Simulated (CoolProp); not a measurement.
Computed with CoolProp (reference Helmholtz-energy equation of state, Thol 2015).

Problem. For octamethylcyclotetrasiloxane (D4), give the phase and the cp (kJ/(kg K)), cv (kJ/(kg K)), expansivity (1/kK), fugacity coefficient at 568.3 K and 1.11 MPa.

Solution. 
- 568.3 K and 1.11 MPa: liquid; cp 2.61, cv 1.99, expansivity 9.30, fugacity coefficient 0.652
